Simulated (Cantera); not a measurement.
Mixture: CH3OH : O2 : N2 = 1 : 2.94 : 10.3 (molar parts), at 0.405 atm, adiabatic and at constant volume. Ignition delay is the time to a rise of 400 K.

Detailed kinetics in Cantera: GRI-Mech 3.0 (53 species, 325 reactions). GRI-Mech 3.0 was tuned for natural gas; its chemistry of methanol as a main component is partial and can be far from experiment.

Problem. What does this change do: O2 2.94 to 1.5 parts?

Solution. 
```json
[
 {"quantity": "delay at 1248 K", "before": "11.2 ms", "after": "11.6 ms"},
 {"quantity": "delay at 1348 K", "before": "2.89 ms", "after": "2.97 ms"},
 {"quantity": "delay at 1448 K", "before": "0.946 ms", "after": "0.968 ms"},
 {"quantity": "delay at 1548 K", "before": "0.376 ms", "after": "0.384 ms"},
 {"quantity": "delay at 1648 K", "before": "0.173 ms", "after": "0.177 ms"},
 {"quantity": "delay at 1748 K", "before": "88.2 µs", "after": "91.2 µs"},
 {"quantity": "delay at 1848 K", "before": "48.9 µs", "after": "51.5 µs"},
 {"quantity": "apparent activation energy between 1648 and 1848 K", "before": "160 kJ/mol", "after": "160 kJ/mol"}
]
```

Problem. What does this change do: pressure from 0.405 atm to 1.00 atm?

Solution. 
```json
[
 {"quantity": "delay at 1248 K", "before": "11.2 ms", "after": "4.92 ms"},
 {"quantity": "delay at 1348 K", "before": "2.89 ms", "after": "1.26 ms"},
 {"quantity": "delay at 1448 K", "before": "0.946 ms", "after": "0.408 ms"},
 {"quantity": "delay at 1548 K", "before": "0.376 ms", "after": "0.161 ms"},
 {"quantity": "delay at 1648 K", "before": "0.173 ms", "after": "73.7 µs"},
 {"quantity": "delay at 1748 K", "before": "88.2 µs", "after": "37.5 µs"},
 {"quantity": "delay at 1848 K", "before": "48.9 µs", "after": "20.7 µs"},
 {"quantity": "apparent activation energy between 1648 and 1848 K", "before": "160 kJ/mol", "after": "160 kJ/mol"}
]
```
